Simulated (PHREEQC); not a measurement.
0.014 g of hydrous ferric oxide (600 m²/g; 0.2 weak and 0.005 strong sites per Fe, Dzombak-Morel constants, diffuse double layer) in 1 kg of water with 0.3 mol/kgw of an inert sodium salt and 2.1e-07 mol/kgw Na2SO4 and 1.7e-07 mol/kgw BaCl2, at 25 °C; the pH is set by adding NaOH or the inert anion's acid. Oxygen is held at 0.21 atm. The system is closed to CO2. Precipitation was switched off in this run.

Base run: PHREEQC, ion-association model, wateq4f.dat. Each further column changes one thing. The table gives S sorbed (%).

```tsv
pH	base	no electrostatic term (-no_edl)	background salt from 0.3 to 0.03 mol/kgw	oxide from 0.014 to 0.07 g/kgw	3.3e-05 mol/kgw PbCl2 added
3	23.3	0.0	98.3	60.5	23.3
3.5	23.0	0.0	98.0	60.0	23.0
4.5	16.8	0.0	92.4	50.3	16.9
5	10.4	0.0	80.1	36.8	10.6
5.5	4.8	0.0	51.9	20.1	___
6.5	0.5	0.0	4.3	___	1.7
7	0.1	0.0	___	0.5	1.2
7.5	0.0	0.0	0.1	0.1	___
8.5	0.0	0.0	0.0	0.0	0.1
9	0.0	0.0	0.0	0.0	0.0
```

Q: Complete the blanks.

A: 
- 5.5, 3.3e-05 mol/kgw PbCl2 added: 5.1
- 6.5, oxide from 0.014 to 0.07 g/kgw: 2.3
- 7, background salt from 0.3 to 0.03 mol/kgw: 0.7
- 7.5, 3.3e-05 mol/kgw PbCl2 added: 0.6

The oxide is taken as insoluble; below pH 4 it would dissolve.
